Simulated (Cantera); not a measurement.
An isothermal, constant-pressure homogeneous reactor starts with N2O : H2O = 1 : 0.0082 (molar parts), at 1050 K and 13300 Pa. Integrator tolerance rtol = 1e-08.

Model: GRI-Mech 3.0 (53 species, 325 reactions), integrated in Cantera. GRI-Mech 3.0 was tuned for natural gas; its chemistry of N2O as a main component is partial and can be far from experiment. The mechanism lacks the step 2 NO + O2 → 2 NO2, which can matter for NO2 below about 1400 K. The temperature is held fixed by assumption; the heat of reaction is taken as removed at once.

Task: What does this change do: pressure from 13300 Pa to 1500 Pa?

Result: 
```csv
quantity,before,after
x(N2O) at 30.0 s,0.860 (gas-phase equilibrium 1.61e-9),0.975 (gas-phase equilibrium 5.39e-10)
x(H2O) at 30.0 s,0.00777 (gas-phase equilibrium 0.00544),0.00809 (gas-phase equilibrium 0.00544)
x(NO) at 30.0 s,0.00400 (gas-phase equilibrium 6.12e-5),0.000423 (gas-phase equilibrium 6.12e-5)
x(H2O2) at 30.0 s,7.00e-10 (gas-phase equilibrium 5.92e-12),7.78e-10 (gas-phase equilibrium 1.99e-12)
x(OH) at 30.0 s,1.43e-6 (gas-phase equilibrium 1.27e-7),1.06e-6 (gas-phase equilibrium 2.18e-7)
```
Radical loss at walls, strong at low pressure, is not modelled.

Task: What does this change do: H2O 0.0082 to 0.0018 parts?

Result: 
| quantity | before | after |
|---|---|---|
| x(N2O) at 30.0 s | 0.860 (gas-phase equilibrium 1.61e-9) | 0.869 (gas-phase equilibrium 1.62e-9) |
| x(H2O) at 30.0 s | 0.00777 (gas-phase equilibrium 0.00544) | 0.00172 (gas-phase equilibrium 0.00120) |
| x(NO) at 30.0 s | 0.00400 (gas-phase equilibrium 6.12e-5) | 0.00423 (gas-phase equilibrium 6.15e-5) |
| x(H2O2) at 30.0 s | 7.00e-10 (gas-phase equilibrium 5.92e-12) | 1.74e-10 (gas-phase equilibrium 1.31e-12) |
| x(OH) at 30.0 s | 1.43e-6 (gas-phase equilibrium 1.27e-7) | 7.02e-7 (gas-phase equilibrium 5.95e-8) |
